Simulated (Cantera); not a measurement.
Feed: 1 mol Pb, 0.076 mol CO, 0.98 mol H2, equilibrated at 900 Torr.

These are equilibrium values from Cantera (NASA tables, ideal gas, pure condensed phases), not measurements of a reactor. Candidate condensed phases: C, C6H6, C7H8, C8H18, H2O, Pb, PbO, PbO2, Pb3O4; 113 gas species. Kinetics and transport are ignored.

x: gas mole fraction; n: condensed amount in mol.

```json
[
 {"T (K)": "700", "x H2": "0.832", "x CH4": "0.0841", "x H2O": "0.0841", "x CO": "2.34e-6", "x Pb": "9.28e-10", "x CO2": "2.23e-6", "x H": "<1e-12", "n Pb(l)": "1.00"},
 {"T (K)": "800", "x H2": "0.832", "x CH4": "0.0836", "x H2O": "0.0835", "x CO": "___", "x Pb": "___", "x CO2": "___", "x H": "___", "n Pb(l)": "1.00"},
 {"T (K)": "900", "x H2": "0.846", "x CH4": "0.0730", "x H2O": "0.0715", "x CO": "0.00791", "x Pb": "1.14e-6", "x CO2": "0.00154", "x H": "9.82e-11", "n Pb(l)": "1.000"},
 {"T (K)": "1000", "x H2": "0.886", "x CH4": "___", "x H2O": "___", "x CO": "___", "x Pb": "___", "x CO2": "___", "x H": "___", "n Pb(l)": "1.000"},
 {"T (K)": "1100", "x H2": "0.912", "x CH4": "0.0148", "x H2O": "0.0139", "x CO": "0.0584", "x Pb": "0.000101", "x CO2": "0.000878", "x H": "2.25e-8", "n Pb(l)": "1.000"},
 {"T (K)": "1200", "x H2": "0.921", "x CH4": "0.00570", "x H2O": "0.00541", "x CO": "0.0668", "x Pb": "0.000536", "x CO2": "0.000286", "x H": "1.73e-7", "n Pb(l)": "0.999"},
 {"T (K)": "1300", "x H2": "0.923", "x CH4": "0.00243", "x H2O": "0.00233", "x CO": "0.0696", "x Pb": "0.00219", "x CO2": "9.97e-5", "x H": "9.70e-7", "n Pb(l)": "0.998"},
 {"T (K)": "1400", "x H2": "0.920", "x CH4": "0.00115", "x H2O": "0.00111", "x CO": "0.0704", "x Pb": "0.00726", "x CO2": "3.91e-5", "x H": "4.26e-6", "n Pb(l)": "0.992"},
 {"T (K)": "1500", "x H2": "0.908", "x CH4": "0.000585", "x H2O": "0.000570", "x CO": "0.0700", "x Pb": "0.0205", "x CO2": "1.70e-5", "x H": "1.53e-5", "n Pb(l)": "0.978"}
]
```

Q: Some entries are withheld; supply them.

A: 
- 1000, x CH4: 0.0384
- 1000, x H2O: 0.0363
- 1000, x CO: 0.0369
- 1000, x Pb: 1.35e-5
- 1000, x CO2: 0.00217
- 1000, x H: 1.95e-9
- 800, x CO: 0.000267
- 800, x Pb: 5.12e-8
- 800, x CO2: 0.000113
- 800, x H: 2.41e-12
